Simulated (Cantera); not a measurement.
# Adiabatic ignition

An adiabatic, constant-volume homogeneous reactor starts with CH4 : O2 : N2 = 1 : 1.82 : 6.84 (molar parts), equivalence ratio 1.1, at 1348 K and 60000 Pa.

Detailed kinetics in Cantera: GRI-Mech 3.0 (53 species, 325 reactions).

```tsv
t (s)	T (K)	P (bar)	x CH4	x O2	x H2O2	x H	x HO2
8.00e-6	1348	0.600	0.104	0.188	2.79e-10	5.75e-10	5.10e-8
2.01e-5	1348	0.600	0.104	0.188	1.61e-9	6.22e-10	1.27e-7
5.04e-5	1348	0.600	0.104	0.188	8.19e-9	7.52e-10	3.10e-7
0.000126	1348	0.600	0.104	0.188	3.28e-8	1.17e-9	7.31e-7
0.000317	1348	0.600	0.104	0.188	9.17e-8	2.88e-9	1.53e-6
0.000797	1348	0.600	0.103	0.188	1.48e-7	1.11e-8	2.17e-6
0.00200	1349	0.600	0.103	0.188	1.92e-7	3.92e-8	2.77e-6
0.00502	1355	0.603	0.102	0.187	7.83e-7	1.78e-7	9.13e-6
0.0126	2839	1.34	<1e-12	0.0141	2.76e-7	0.0135	5.39e-6
0.0316	2839	1.34	<1e-12	0.0141	2.76e-7	0.0135	5.39e-6
0.0794	2839	1.34	<1e-12	0.0141	2.76e-7	0.0135	5.39e-6
0.199	2839	1.34	<1e-12	0.0141	2.76e-7	0.0135	5.39e-6
0.500	2839	1.34	<1e-12	0.0141	2.76e-7	0.0135	5.39e-6
```
x: mole fraction; the columns are a selection and need not sum to one.

| Quantity | Value |
|---|---|
| time of steepest temperature rise | 9.39 ms |
| temperature at 0.500 s | 2839 K |
| equilibrium temperature | 2839 K |
| x(CH4) at 0.500 s | <1e-12 (gas-phase equilibrium <1e-12) |
| x(O2) at 0.500 s | 0.0141 (gas-phase equilibrium 0.0141) |
| x(H2O2) at 0.500 s | 2.76e-7 (gas-phase equilibrium 2.76e-7) |
